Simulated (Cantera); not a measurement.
What does this Cantera script print?

```python
import numpy as np
import cantera as ct

gas_names = """
    C CO CO2 C2 C2O C3 C3O2 C4 C5 Fe FeC5O5 FeO O O2 O3
""".split()
cond_names = """
    C(gr) Fe(a) Fe(c) Fe(d) Fe(L) FeC5O5(L) FeO(s) FeO(L) Fe2O3(s) Fe3O4(s)
""".split()


# ... load() reads the species with a 1 bar reference pressure and builds the phases ...
atoms = {
    'Fe2O3': {'Fe': 2, 'O': 3},
    'CO': {'C': 1, 'O': 1},
}
top_T = {'C(gr)': 4500, 'Fe2O3(s)': 1830, 'Fe3O4(s)': 1870}  # K; cautious upper limits of use, not melting points


# ... equilibrate(T, P, feed) seeds the gas with the atoms and calls Mixture.equilibrate('TP', solver="vcs", rtol=1e-11, max_steps=5000) ...
results = []
feed = {'Fe2O3': 1, 'CO': 2.5}  # mol
P = 200  # Pa
for T in [1250, 1450, 1650, 1850, 2050, 2250, 2450]:
    mix = equilibrate(T, P, feed)
    results.append((T, P, feed, dict(zip(mix.species_names, mix.species_moles))))

top = {s: max(r[3][s] / sum(r[3][g] for g in gas_names) for r in results) for s in gas_names}
cols = sorted((s for s in top if top[s] > 0.001), key=lambda s: -top[s])[:8]
seen = [c for c in cond_names if any(r[3].get(c, 0) > 1e-12 for r in results)]
print("log10 of partial pressures in bar; condensed amounts in mol")
print(f"{'T/K':>10s}" + "".join(f"{s[:9]:>10s}" for s in cols + seen))
for T, P, feed, n in results:
    ng = sum(n[g] for g in gas_names)
    print(f"{T:10.4g}" + "".join(f"{np.log10(max(n[s] / ng * P / 1e5, 1e-99)):10.3f}" for s in cols)
          + "".join(f"{n.get(c, 0):10.4g}" for c in seen))
```

It prints:

```
log10 of partial pressures in bar; condensed amounts in mol
       T/K        CO       CO2        Fe        O2         O       FeO    FeO(s)    FeO(L)
      1250    -2.921    -3.097   -10.143   -14.888   -14.604   -13.084         2         0
      1450    -2.921    -3.097    -7.903   -11.646   -11.520   -10.199         2         0
      1650    -2.921    -3.097    -6.222    -9.198    -9.186    -8.035         0     1.999
      1850    -2.927    -3.094    -5.008    -7.271    -7.350    -6.442         0     1.987
      2050    -2.970    -3.077    -4.097    -5.618    -5.821    -5.175         0     1.887
      2250    -3.152    -3.125    -3.441    -4.094    -4.480    -4.148         0     1.255
      2450    -3.244    -3.505    -3.215    -3.624    -3.760    -4.014         0         0
```

Equilibrium computed with Cantera from the NASA thermochemical tables; the gas is ideal and each condensed phase is pure. The tables' stoichiometric FeO is somewhat more stable than real wüstite, so its field is too wide. FeO: taken at fixed stoichiometry.
